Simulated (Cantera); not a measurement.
An isothermal, constant-pressure homogeneous reactor starts with C₂H₆ : N₂ = 1 : 1.9 (molar parts), at 1600 K and 1.50 bar. Integrator tolerance rtol = 1e-08.

Computed with Cantera and GRI-Mech 3.0 (53 species, 325 reactions). GRI-Mech 3.0 stops at C3 and has no aromatics, soot or wall deposition, so with more carbon than oxygen in the feed, carbon stays in small species such as C2H2 where larger ones or solid carbon would form.

### Question
What does this change do: temperature 1600 to 1400 K?

### Answer
```
quantity                                            before                                      after
-----------------  ---------------------------------------  -----------------------------------------
x(C₂H₆) at 30.0 s  2.43e-5 (gas-phase equilibrium 1.80e-5)  0.000231 (gas-phase equilibrium 0.000192)
x(C₂H₄) at 30.0 s   0.0108 (gas-phase equilibrium 0.00782)      0.0357 (gas-phase equilibrium 0.0277)
x(CH₄) at 30.0 s     0.0420 (gas-phase equilibrium 0.0366)        0.152 (gas-phase equilibrium 0.143)
x(C₂H) at 30.0 s   4.60e-8 (gas-phase equilibrium 3.23e-8)   1.08e-9 (gas-phase equilibrium 7.59e-10)
x(H) at 30.0 s     2.67e-5 (gas-phase equilibrium 2.70e-5)    1.88e-6 (gas-phase equilibrium 1.94e-6)
x(H₂) at 30.0 s        0.356 (gas-phase equilibrium 0.364)        0.221 (gas-phase equilibrium 0.236)
x(CH₃) at 30.0 s   6.39e-5 (gas-phase equilibrium 5.50e-5)    2.58e-5 (gas-phase equilibrium 2.35e-5)
```

### Question
What does this change do: pressure from 1.50 bar to 0.0267 bar?

### Answer
| quantity | before | after |
|---|---|---|
| x(C₂H₆) at 30.0 s | 2.43e-5 (gas-phase equilibrium 1.80e-5) | 2.36e-8 (gas-phase equilibrium 7.97e-9) |
| x(C₂H₄) at 30.0 s | 0.0108 (gas-phase equilibrium 0.00782) | 0.000243 (gas-phase equilibrium 0.000174) |
| x(CH₄) at 30.0 s | 0.0420 (gas-phase equilibrium 0.0366) | 0.00168 (gas-phase equilibrium 0.000813) |
| x(C₂H) at 30.0 s | 4.60e-8 (gas-phase equilibrium 3.23e-8) | 3.58e-7 (gas-phase equilibrium 2.56e-7) |
| x(H) at 30.0 s | 2.67e-5 (gas-phase equilibrium 2.70e-5) | 0.000213 (gas-phase equilibrium 0.000214) |
| x(H₂) at 30.0 s | 0.356 (gas-phase equilibrium 0.364) | 0.406 (gas-phase equilibrium 0.407) |
| x(CH₃) at 30.0 s | 6.39e-5 (gas-phase equilibrium 5.50e-5) | 1.79e-5 (gas-phase equilibrium 8.68e-6) |
Radical loss at walls, strong at low pressure, is not modelled.
